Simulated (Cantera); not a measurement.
Mixture: CH4 : C2H6 : O2 : N2 = 1 : 0.04 : 2.85 : 10.7 (molar parts), equivalence ratio 0.75, at 9750 Torr, adiabatic and at constant pressure. Ignition delay is the time to a rise of 400 K.

Detailed kinetics in Cantera: GRI-Mech 3.0 (53 species, 325 reactions). The pressure lies above the range GRI-Mech 3.0 was tuned for (to about 10 atm).

Problem. Predict: delay at 1225 K; delay at 1325 K; delay at 1425 K; delay at 1525 K; delay at 1625 K; apparent activation energy between 1575 and 1675 K.

Solution. 
| Property | Result |
|---|---|
| delay at 1225 K | 1.12 ms |
| delay at 1325 K | 0.391 ms |
| delay at 1425 K | 0.148 ms |
| delay at 1525 K | 60.0 µs |
| delay at 1625 K | 26.1 µs |
| apparent activation energy between 1575 and 1675 K | 170 kJ/mol |
